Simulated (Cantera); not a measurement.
Input: 1 mol Fe, 0.0028 mol O2, 1.1 mol CO, 0.16 mol H2O, held at 0.390 Torr.

These are equilibrium values from Cantera (NASA tables, ideal gas, pure condensed phases), not measurements of a reactor. Candidate condensed phases: C, C6H6, C7H8, C8H18, Fe, Fe(CO)5, FeO, Fe(OH)2, Fe(OH)3, Fe2O3, Fe3O4, H2O; 114 gas species. Each liquid is taken as pure. Mutual solubility and eutectic melting of coexisting phases are not modelled. The tables' stoichiometric FeO is somewhat more stable than real wüstite, so its field is too wide. FeO: taken at fixed stoichiometry. The numbers say what is thermodynamically allowed, not how fast it happens.

**Question.** Which condensed phases are stable at each of these points (T (°C)): 750, 900, 1050, 1200, 1350, 1500, 1650, 1800?

**Answer.** 
```csv
T (°C),condensed phases,Fe condensed (%)
750,Fe(α),100.0
900,Fe(α),100.0
1050,Fe(γ),100.0
1200,Fe(γ),100.0
1350,Fe(γ),99.6
1500,Fe(δ),95.0
1650,Fe(l) + FeO(l),48.9
1800,gas only,0.0
```

From 750 °C to 900 °C the condensed part is Fe(α). From 1050 °C to 1350 °C the condensed part is Fe(γ). At 1500 °C the condensed part is Fe(δ). At 1650 °C the condensed part is Fe(l) + FeO(l). At 1800 °C nothing is condensed.
